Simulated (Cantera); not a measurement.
An adiabatic, constant-pressure homogeneous reactor starts with 12.5 % CH4, 0.913 % H2, 18.1 % O2, 68.4 % N2, equivalence ratio 1.4, at 1300 K and 25.0 bar.

Computed with Cantera and GRI-Mech 3.0 (53 species, 325 reactions). The pressure lies above the range GRI-Mech 3.0 was tuned for (to about 10 atm).

### Question
Predict: time of steepest temperature rise; temperature at 0.400 s; equilibrium temperature; x(H2) at 0.400 s; x(O2) at 0.400 s; x(HCO) at 0.400 s; x(O) at 0.400 s; x(CO2) at 0.400 s.

### Answer
- time of steepest temperature rise = 0.319 ms
- temperature at 0.400 s = 2751 K
- equilibrium temperature = 2751 K
- x(H2) at 0.400 s = 0.0577 (gas-phase equilibrium 0.0577)
- x(O2) at 0.400 s = 0.000129 (gas-phase equilibrium 0.000129)
- x(HCO) at 0.400 s = 6.73e-7 (gas-phase equilibrium 6.73e-7)
- x(O) at 0.400 s = 0.000102 (gas-phase equilibrium 0.000102)
- x(CO2) at 0.400 s = 0.0367 (gas-phase equilibrium 0.0367)
